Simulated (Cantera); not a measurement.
Feed: 1 mol C₃H₆, 0.53 mol H₂, held at 825 K and 1000 Pa.

Cantera equilibrium calculation (NASA polynomials, part measured and part estimated; ideal gas, pure solids and liquids). Candidate condensed phases: C, C₆H₆, C₇H₈, C₈H₁₈; 76 gas species. Equilibrium is a limit: real reactors are often held back by kinetics, nucleation or transport.

Q: What is the equilibrium state?

A: 
- x(H₂) = 0.991
- x(CH₄) = 0.00889
- n(C(graphite)) = 2.97 mol
- gas amount = 3.499 mol
